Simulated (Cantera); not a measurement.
Fluorocarbon and chlorocarbon gases: CF4

Feed: 1 mol CF4, equilibrated at 3250 K.

Cantera equilibrium calculation (NASA polynomials, part measured and part estimated; ideal gas, pure solids and liquids). Candidate condensed phases: C; 13 gas species. Gases not in the tables: C2F6 and larger saturated fluorocarbons. Kinetics and transport are ignored.

```tsv
P (Pa)	log p F	log p CF2	log p C	log p CF	log p C3	log p C2
1	-5.10	-12.27	-5.70	-8.19	-9.52	-8.13
5.20	-4.38	-10.14	-5.01	-6.77	-7.43	-6.74
27	-3.65	-8.08	-4.40	-5.44	-5.62	-5.53
140	-2.92	-6.22	-3.99	-4.31	-4.40	-4.72
720	-2.21	-4.51	-3.72	-3.32	-3.56	-4.16
3700	-1.52	-2.92	-3.51	-2.42	-2.95	-3.75
19000	-0.86	-1.55	-3.46	-1.71	-2.80	-3.65
100000	-0.17	-0.57	-3.85	-1.41	-3.96	-4.43
```
log p: log10 of the partial pressure in bar; nothing condenses.

From 1.00e-5 bar to 1.00 bar nothing is condensed. The main C-bearing gas is C at 1.00e-5 bar and CF2 at 1.00 bar.
